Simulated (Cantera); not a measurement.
**Thermodynamics of hydrogen reduction and annealing atmospheres, feed V₂O₅ + H₂ + N₂**

Charge: 1 mol V₂O₅, 100 mol H₂, 1.3 mol N₂, held at 627 °C and 1.00 bar.

Cantera equilibrium calculation (NASA polynomials, part measured and part estimated; ideal gas, pure solids and liquids). Candidate condensed phases: H₂O, V, VN, VO, V₂O₃, V₂O₄, V₂O₅; 28 gas species. Condensed phases not in the tables: the oxides between V₂O₃ and V₂O₅ other than VO₂. Kinetics and transport are ignored.

The x(H₂) is 0.967, the x(H₂O) is 0.0197 and the x(N₂) comes out as 0.0128. The x(NH₃) is 0.000130 and the n(V₂O₃(s)) is 1.00 mol. The gas amount is 101.3 mol and the log10 activity of V(s) (absent) is -8.83. The log10 activity of V₂O₅(s) (absent) is -16.04.
